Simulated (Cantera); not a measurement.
A perfectly stirred reactor is fed with 39.5 % CH4, 47.4 % CO2, 13.0 % H2, at 488 Torr; it is held at 2075 K, and followed from long to short residence time.

Computed with Cantera and GRI-Mech 3.0 (53 species, 325 reactions).

x: mole fraction; the columns are a selection and need not sum to one.

| τ (s) | x CH4 | x CO2 | x H2 | x H | x CH2 | x HO2 |
|---|---|---|---|---|---|---|
| 0.52 | 0.00254 | 0.0100 | 0.463 | 0.00221 | ? | 3.54e-12 |
| 0.21 | 0.00415 | 0.0127 | 0.451 | 0.00216 | ? | 5.41e-12 |
| 0.083 | 0.00661 | 0.0174 | 0.431 | 0.00208 | ? | 9.49e-12 |
| 0.033 | 0.0102 | 0.0254 | 0.402 | 0.00196 | ? | 1.78e-11 |
| 0.013 | 0.0157 | 0.0388 | 0.365 | 0.00180 | ? | 3.34e-11 |
| 0.0053 | 0.0241 | 0.0611 | 0.327 | 0.00161 | ? | 5.65e-11 |
| 0.0021 | 0.0394 | 0.102 | 0.298 | 0.00140 | ? | 8.16e-11 |
| 0.00086 | 0.0671 | 0.169 | 0.290 | 0.00124 | 2.22e-5 | 9.33e-11 |
| 0.00034 | 0.117 | 0.261 | 0.291 | 0.00111 | ? | 8.60e-11 |

Problem. What belongs in the gaps?

Solution. 
- 0.52, x CH2: 1.51e-6
- 0.21, x CH2: 2.50e-6
- 0.083, x CH2: 4.05e-6
- 0.033, x CH2: 6.37e-6
- 0.013, x CH2: 9.78e-6
- 0.0053, x CH2: 1.41e-5
- 0.0021, x CH2: 1.88e-5
- 0.00034, x CH2: 2.41e-5
